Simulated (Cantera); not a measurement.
Mixture: 4.21 % C₂H₄, 19.4 % O₂, 73.2 % N₂, 3.16 % H₂O, equivalence ratio 0.65, at 2.30 bar, adiabatic and at constant volume. Ignition delay is the time to a rise of 400 K.

Cantera simulation using GRI-Mech 3.0 (53 species, 325 reactions); the numbers are that mechanism's predictions, not measurements. GRI-Mech 3.0 was tuned for natural gas; its chemistry of ethylene as a main component is partial and can be far from experiment.

Problem. Predict: delay at 1150 K; delay at 1350 K; delay at 1550 K; delay at 1750 K; delay at 1950 K; apparent activation energy between 1750 and 1950 K.

Solution. 
| Item | Result |
|---|---|
| delay at 1150 K | 1.63 ms |
| delay at 1350 K | 41.1 µs |
| delay at 1550 K | 13.1 µs |
| delay at 1750 K | 6.58 µs |
| delay at 1950 K | 3.87 µs |
| apparent activation energy between 1750 and 1950 K | 76 kJ/mol |
